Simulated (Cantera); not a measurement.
Feed: 1 mol Ta2O5, 0.32 mol CH4, 0.023 mol CO, equilibrated at 2048.15 K and 1330 Pa.

Method: chemical equilibrium by Gibbs-energy minimisation in Cantera with the NASA 1993 tables (ideal gas, pure condensed phases). Candidate condensed phases: C, C6H6, C7H8, C8H18, H2O, Ta, TaC, Ta2O5; 113 gas species. Mutual solubility and eutectic melting of coexisting phases are not modelled. Condensed phases not in the tables: Ta2C, N, O or C dissolved in the metal. The numbers say what is thermodynamically allowed, not how fast it happens.

Base state: H2 0.637, CO 0.346, H 0.0155, H2O 0.00143, TaO2 0.000179, CO2 0.000163, TaO 3.40e-5 (mole fractions); condensed: Ta(s) + Ta2O5(s).

**Question.** What changes in the equilibrium state with this change: temperature from 2048.15 K to 823.15 K?

**Answer.** 
```
species             before     after
----------------  --------  --------
H2                   0.637     0.954
CO                   0.346    0.0293
CH4                  <1e-9    0.0113
H                   0.0155     <1e-9
TaO2              0.000179     <1e-9
TaO                3.40e-5     <1e-9
H2O                0.00143   0.00491
CO2               0.000163  0.000544
Ta(s), mol           0.129         0
Ta2O5(s), mol        0.936      1.00
C(graphite), mol         0     0.316
```

**Question.** What changes in the equilibrium state with this change: pressure from 1330 Pa to 6900 Pa?

**Answer.** 
| species | before | after |
|---|---|---|
| H2 | 0.637 | 0.710 |
| CO | 0.346 | 0.280 |
| H | 0.0155 | 0.00719 |
| TaO2 | 0.000179 | 2.93e-5 |
| TaO | 3.40e-5 | 4.02e-6 |
| H2O | 0.00143 | 0.00222 |
| CO2 | 0.000163 | 0.000184 |
| Ta(s), mol | 0.129 | 0 |
| Ta2O5(s), mol | 0.936 | 0.954 |
| TaC(s), mol | 0 | 0.0920 |
TaC: taken at fixed stoichiometry. Condensed phases not in the tables: Ta2C.
